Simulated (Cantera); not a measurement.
What does this Cantera script print?

```python
import numpy as np
import cantera as ct

gas = ct.Solution("SiF4_NH3_mec.yaml", "gas")
gas.TPX = 1800, 180000, {'NH3': 1, 'N2': 0.82}
inlet = ct.Reservoir(gas, clone=True)

reactor = ct.IdealGasConstPressureReactor(gas, energy="off", clone=False)
exhaust = ct.Reservoir(gas, clone=True)
tau = [0.79, 0.42, 0.22, 0.12, 0.063, 0.034, 0.018, 0.0096, 0.0051, 0.0027][0]
for a, b in ((inlet, reactor), (reactor, exhaust)):
    ct.MassFlowController(a, b, mdot=lambda t: reactor.mass / tau)
net = ct.ReactorNet([reactor])
show = ['NH3', 'N2', 'N', 'N2H4', 'N2H2', 'H2', 'NH']

rows = []
print(f"{'tau/s':>10s}{'T/K':>9s}" + "".join(f"{s:>11s}" for s in show))
for tau in [0.79, 0.42, 0.22, 0.12, 0.063, 0.034, 0.018, 0.0096, 0.0051, 0.0027]:
    net.initial_time = 0.0
    net.advance(30 * tau)
    before = gas.X
    net.advance(40 * tau)
    drift = np.max(np.abs(gas.X - before) / (gas.X + 1e-9))
    rows.append([gas.T, *gas[show].X, drift])
    print(f"{tau:10.3e}{gas.T:9.1f}" + "".join(f"{x:11.3e}" for x in gas[show].X))
```

Result:

```
     tau/s      T/K        NH3         N2          N       N2H4       N2H2         H2         NH
 7.900e-01   1800.0  1.503e-01  4.632e-01  7.000e-08  5.787e-08  1.561e-07  3.863e-01  1.313e-06
 4.200e-01   1800.0  2.087e-01  4.614e-01  7.662e-08  9.743e-08  2.612e-07  3.297e-01  1.569e-06
 2.200e-01   1800.0  2.803e-01  4.591e-01  7.996e-08  1.542e-07  4.142e-07  2.604e-01  1.809e-06
 1.200e-01   1800.0  3.505e-01  4.568e-01  7.888e-08  2.183e-07  5.895e-07  1.924e-01  1.979e-06
 6.300e-02   1800.0  4.175e-01  4.547e-01  7.243e-08  2.888e-07  7.811e-07  1.275e-01  2.072e-06
 3.400e-02   1800.0  4.670e-01  4.531e-01  6.103e-08  3.506e-07  9.387e-07  7.966e-02  2.064e-06
 1.800e-02   1800.0  5.015e-01  4.520e-01  4.553e-08  4.051e-07  1.057e-06  4.619e-02  1.963e-06
 9.600e-03   1800.0  5.225e-01  4.513e-01  3.005e-08  4.484e-07  1.128e-06  2.587e-02  1.804e-06
 5.100e-03   1800.0  5.347e-01  4.509e-01  1.778e-08  4.788e-07  1.159e-06  1.403e-02  1.629e-06
 2.700e-03   1800.0  5.416e-01  4.507e-01  9.790e-09  4.917e-07  1.152e-06  7.407e-03  1.470e-06
```

Computed with Cantera and the gas-phase N/H chemistry of the illustrative SiF4/NH3 mechanism in the Surface Chemkin manual (1991). Walls and surfaces, which speed up NH3 decomposition in real reactors, are not modelled.
